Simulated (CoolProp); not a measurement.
Model: reference Helmholtz-energy equation of state, Lemmon 2006, in CoolProp. It is a short technical equation, of lower accuracy than the large ones.

Task: Give the vapour pressure (MPa), liquid density (kg/m³), enthalpy of vaporisation (kJ/kg), liquid cp (kJ/(kg K)) of saturated R142b at 223.4, 354.8 K.

Result: 
| T (K) | p (MPa) | liquid density (kg/m³) | enthalpy of vaporisation (kJ/kg) | liquid cp (kJ/(kg K)) |
|---|---|---|---|---|
| 223.4 | 0.0137 | 1280 | 245 | 1.16 |
| 354.8 | 1.43 | 944 | 154 | 1.55 |
